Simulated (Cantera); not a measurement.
## Thermodynamics of carbothermic reduction, feed PbO + C + N2 + CH4

Feed: 1 mol PbO, 5.6 mol C, 0.45 mol N2, 2.2 mol CH4, equilibrated at 100000 Pa.

Method: chemical equilibrium by Gibbs-energy minimisation in Cantera with the NASA 1993 tables (ideal gas, pure condensed phases). Candidate condensed phases: C, C6H6, C7H8, C8H18, H2O, Pb, PbO, PbO2, Pb3O4; 139 gas species. Equilibrium is a limit: real reactors are often held back by kinetics, nucleation or transport.

| T (K) | log p H2 | log p CO | log p Pb | log p N2 | log p H | log p HCN | n C(graphite) |
|---|---|---|---|---|---|---|---|
| 1823 | -0.19 | -0.84 | -0.84 | -1.19 | -3.46 | -2.85 | 6.79 |
| 1898 | -0.19 | -0.84 | -0.84 | -1.19 | -3.20 | -2.71 | 6.78 |
| 1973 | -0.19 | -0.84 | -0.84 | -1.19 | -2.97 | -2.57 | 6.77 |
| 2048 | -0.20 | -0.84 | -0.84 | -1.20 | -2.75 | -2.45 | 6.76 |
| 2123 | -0.20 | -0.84 | -0.84 | -1.20 | -2.54 | -2.33 | 6.75 |
| 2198 | -0.20 | -0.84 | -0.84 | -1.21 | -2.35 | -2.23 | 6.73 |
| 2273 | -0.20 | -0.84 | -0.84 | -1.21 | -2.18 | -2.13 | 6.71 |
| 2348 | -0.20 | -0.84 | -0.84 | -1.22 | -2.01 | -2.04 | 6.68 |
| 2423 | -0.21 | -0.84 | -0.84 | -1.23 | -1.86 | -1.95 | 6.65 |
| 2498 | -0.21 | -0.84 | -0.84 | -1.24 | -1.71 | -1.88 | 6.60 |
| 2573 | -0.22 | -0.84 | -0.84 | -1.25 | -1.57 | -1.81 | 6.55 |
log p: log10 of the partial pressure in bar; n: condensed amount in mol.

From 1823 K to 2573 K the condensed part is C(graphite). The main Pb-bearing gas is Pb throughout.
